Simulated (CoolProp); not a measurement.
Saturation properties of carbon dioxide.

The numbers come from the reference Helmholtz-energy equation of state, Span 1996 in CoolProp.

```csv
T (K),p (bar),vapour density (kg/m³),enthalpy of vaporisation (kJ/kg),liquid viscosity (µPa s),vapour viscosity (µPa s)
223.8,7.005,18.39,___,225,11.3
228.1,8.302,21.68,331.3,209,11.5
232.3,9.734,25.33,323.9,195,11.7
236.5,11.34,29.45,316.3,183,11.9
240.7,13.14,34.11,308.3,171,12.2
245,15.19,39.50,299.8,159,12.4
249.2,___,___,291.0,149,12.7
253.4,19.85,52.12,281.9,139,12.9
257.6,22.54,59.67,272.2,130,13.2
261.9,25.56,68.42,261.8,121,13.6
266.1,28.78,78.14,250.9,113,13.9
270.3,32.29,89.22,239.3,105,14.3
274.5,36.11,101.9,226.8,98.1,14.7
278.8,40.36,117.1,212.8,90.8,15.2
283,44.85,134.5,197.7,83.8,15.8
```

Question: Complete the blanks.

Answer: 
- 223.8, enthalpy of vaporisation (kJ/kg): 338.6
- 249.2, p (bar): 17.40
- 249.2, vapour density (kg/m³): 45.43

Viscosity comes from a separate model (Laesecke 2017).
